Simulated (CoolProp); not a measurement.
A closed Brayton cycle with nitrogen: compressor inlet 312.15 K and 3.6 MPa, high pressure 11.3 MPa, turbine inlet 825 K, compressor efficiency 0.8, turbine efficiency 0.85, recuperator effectiveness 0 (on enthalpy, no pinch check). Each further row changes one setting.

The numbers come from the reference Helmholtz-energy equation of state, Span 2000 in CoolProp.

```
case                           thermal efficiency (%)  net work (kJ/kg)  compressor to turbine work  compressor exit (K)  turbine exit (K)
-----------------------------  ----------------------  ----------------  --------------------------  -------------------  ----------------
as stated                                        12.5              50.4                        0.76                464.0             639.3
turbine inlet 775 K                              10.8              37.5                        0.81                464.0             598.9
compressor inlet 322.15 K                        11.6              45.1                        0.79                478.7             639.3
high pressure 9.61 MPa                           11.8              50.5                        0.73                439.4             662.6
recuperator effectiveness 0.5                    16.3              50.4                        0.76                464.0             639.3
```
